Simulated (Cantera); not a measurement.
A closed system holds: 1 mol HBr, a varied amount of O2, held at 2323.15 K and 0.133 bar.

Method: chemical equilibrium by Gibbs-energy minimisation in Cantera with the NASA 1993 tables (ideal gas, pure condensed phases). Candidate condensed phases: Br2, H2O; 12 gas species. The numbers say what is thermodynamically allowed, not how fast it happens.

At 0.041 mol O2, list the 4 most abundant gas species with their mole fractions, and the condensed phases.

Br 0.410, HBr 0.378, H2 0.136, H2O 0.0638. Condensed: gas only.
